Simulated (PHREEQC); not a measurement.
## Brine: an equilibrium model

A solution holds 0.53 mol CaCl2 and 0.54 mol FeCl2 per kg of water, at 25 °C. Closed to the air; pH follows from the charge balance.

Model: ion-association model with the Davies equation for every ion, phreeqc.dat, run in PHREEQC.

This is a speciation only: nothing precipitates in the calculation.

**Question.** Predict the pH.

**Answer.** pH 5.13.

**Question.** In which forms is Fe present?

**Answer.** FeCl+ 79 %, Fe+2 21 % of the Fe.

The ionic strength is past about 0.7 mol/kgw, beyond the range of this activity model, so the values are rough.
